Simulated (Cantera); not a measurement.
**SiCl4 + Cl2 + H2 (chlorosilane synthesis and conversion)**

Charge: 1 mol SiCl4, 2 mol Cl2, 17 mol H2, equilibrated at 13.0 bar.

Equilibrium computed with Cantera from the NASA thermochemical tables; the gas is ideal and each condensed phase is pure. Candidate condensed phases: Si; 19 gas species. The tables' values for SiCl3 are old estimates; treat these amounts as uncertain. The numbers say what is thermodynamically allowed, not how fast it happens.

```csv
T (K),x H2,x HCl,x SiCl4,x SiHCl3,x SiCl3,x SiCl2,x SiH2Cl2
1148,0.746,0.204,0.0464,0.00342,9.97e-5,2.36e-6,3.15e-5
1198,0.745,0.205,0.0453,0.00443,0.000206,8.30e-6,5.68e-5
1248,0.744,0.206,0.0439,0.00558,0.000398,2.60e-5,9.63e-5
1298,0.742,0.208,0.0422,0.00680,0.000719,7.32e-5,0.000154
1348,0.740,0.210,0.0403,0.00805,0.00123,0.000187,0.000235
1398,0.738,0.212,0.0379,0.00924,0.00197,0.000438,0.000338
1448,0.735,0.216,0.0352,0.0103,0.00300,0.000938,0.000463
1498,0.731,0.219,0.0321,0.0110,0.00430,0.00184,0.000598
1548,0.726,0.224,0.0285,0.0113,0.00582,0.00332,0.000729
1598,0.721,0.229,0.0247,0.0111,0.00741,0.00551,0.000836
```
x: gas mole fraction; nothing condenses.

From 1148 K to 1598 K nothing is condensed. The main Si-bearing gas is SiCl4 throughout.
